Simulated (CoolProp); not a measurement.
A single-stage vapour-compression cycle with ethylene: evaporating at 203.15 K (dew point), condensing at 248.15 K (bubble point), superheat 8 K, subcooling 8 K, compressor efficiency 0.7, no pressure losses. Each further row changes one setting.

Computed with CoolProp (reference Helmholtz-energy equation of state, Smukala 2000).

| case | cooling COP | pressure ratio | discharge temperature (K) | refrigerating effect (kJ/kg) | volumetric capacity (kJ/m³) |
|---|---|---|---|---|---|
| as stated | 2.45 | 4.29 | 318.5 | 337 | 3070 |
| evaporating temperature 208.15 K | 2.90 | 3.54 | 309.6 | 341 | 3720 |
| condensing temperature 243.15 K | 2.86 | 3.74 | 307.9 | 352 | 3200 |
| subcooling 13 K | 2.56 | 4.29 | 318.5 | 352 | 3200 |
| superheat 18 K | 2.41 | 4.29 | 331.2 | 352 | 3010 |
| compressor efficiency 0.6 | 2.10 | 4.29 | 331.0 | 337 | 3070 |
